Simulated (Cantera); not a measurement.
A closed system holds: 1 mol SiC, 0.81 mol N2O, 610 mol H2, 0.0045 mol H2O, equilibrated at 10.0 mbar.

These are equilibrium values from Cantera (NASA tables, ideal gas, pure condensed phases), not measurements of a reactor. Candidate condensed phases: C, C6H6, C7H8, C8H18, H2O, Si, SiC, SiO2, Si2N2O, Si3N4; 151 gas species. Mutual solubility and eutectic melting of coexisting phases are not modelled. The numbers say what is thermodynamically allowed, not how fast it happens.

Question: Which condensed phases are stable at each of these points (T (K)): 1323, 1373, 1423, 1473, 1523, 1573, 1623, 1673, 1723, 1773?

Answer: 
| T (K) | condensed phases | Si condensed (%) |
|---|---|---|
| 1323 | SiC(s) + Si2N2O(s) | 99.6 |
| 1373 | SiC(s) + Si2N2O(s) | 97.7 |
| 1423 | SiC(s) + Si2N2O(s) | 89.2 |
| 1473 | SiC(s) + Si2N2O(s) | 61.7 |
| 1523 | SiC(s) | 59.2 |
| 1573 | SiC(s) | 59.1 |
| 1623 | SiC(s) | 58.9 |
| 1673 | SiC(s) | 58.6 |
| 1723 | SiC(s) | 57.9 |
| 1773 | SiC(s) | 56.4 |

From 1323 K to 1473 K the condensed part is SiC(s) + Si2N2O(s). From 1523 K to 1773 K the condensed part is SiC(s).
